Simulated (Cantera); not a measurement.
Feed: 1 mol CuO, 3.7 mol CH₄, 1.2 mol N₂, equilibrated at 552 °C and 560000 Pa.

Method: chemical equilibrium by Gibbs-energy minimisation in Cantera with the NASA 1993 tables (ideal gas, pure condensed phases). Candidate condensed phases: C, C₆H₆, C₇H₈, C₈H₁₈, Cu, CuO, Cu(OH)₂, Cu₂O, H₂O; 139 gas species. The numbers say what is thermodynamically allowed, not how fast it happens.

Base state: CH₄ 0.385, H₂ 0.276, N₂ 0.190, H₂O 0.130, CO₂ 0.0112, CO 0.00667, NH₃ 0.000828, C₂H₆ 1.49e-5 (mole fractions); condensed: C(graphite) + Cu(s).

Question: What changes in the equilibrium state with this change: temperature from 552 °C to 1425 °C?

Answer: 
```
species            before     after
----------------  -------  --------
H₂                  0.276     0.766
N₂                  0.190     0.125
CO                0.00667     0.104
CH₄                 0.385   0.00362
H₂O                 0.130  0.000218
CO₂                0.0112   8.72e-6
Cu                  <1e-9   2.77e-5
C₂H₂ (acetylene)    <1e-9   5.52e-5
H                   <1e-9   5.35e-5
HNC                 <1e-9   3.34e-5
HCN               3.95e-8   0.00112
C(graphite), mol     1.17      2.66
Cu(s), mol           1.00         0
Cu(l), mol              0     1.000
```
